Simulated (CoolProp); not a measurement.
A single-stage vapour-compression cycle with cis-2-butene: evaporating at 260.15 K (dew point), condensing at 328.15 K (bubble point), superheat 0 K, subcooling 0 K, compressor efficiency 0.85, no pressure losses. Each further row changes one setting.

Model: reference Helmholtz-energy equation of state, Lemmon 2005, in CoolProp. It is a short technical equation, of lower accuracy than the large ones.

```
case                              cooling COP  pressure ratio  discharge temperature (K)  refrigerating effect (kJ/kg)  volumetric capacity (kJ/m³)
--------------------------------  -----------  --------------  -------------------------  ----------------------------  ---------------------------
as stated                                2.47            9.98                      346.2                           278                          377
evaporating temperature 265.15 K         2.78            8.05                      343.7                           284                          471
condensing temperature 323.15 K          2.75            8.75                      340.9                           290                          393
subcooling 5 K                           2.58            9.98                      346.2                           290                          393
superheat 10 K                           2.49            9.98                      356.5                           291                          380
compressor efficiency 0.75               2.18            9.98                      354.6                           278                          377
```
